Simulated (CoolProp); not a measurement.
Aqueous propylene glycol as a coolant, 5 % by mass, freezing at -1.2 °C, 1 atm.

The numbers come from the Melinder's fits for secondary coolants in CoolProp.

| T (°C) | Prandtl number | conductivity (W/(m K)) | viscosity (mPa s) | cp (kJ/(kg K)) |
|---|---|---|---|---|
| 3.2 | 15.1 | 0.544 | 1.99 | 4.127 |
| 10.3 | 11.8 | (withheld) | 1.59 | 4.126 |
| 17.4 | 9.43 | 0.567 | (withheld) | 4.127 |
| 24.4 | 7.72 | 0.578 | 1.08 | 4.129 |
| 31.5 | (withheld) | 0.588 | 0.914 | (withheld) |
| 38.5 | 5.46 | 0.597 | 0.788 | 4.137 |

What belongs in the gaps?


- 10.3, conductivity (W/(m K)): 0.556
- 17.4, viscosity (mPa s): 1.30
- 31.5, Prandtl number: 6.43
- 31.5, cp (kJ/(kg K)): 4.132
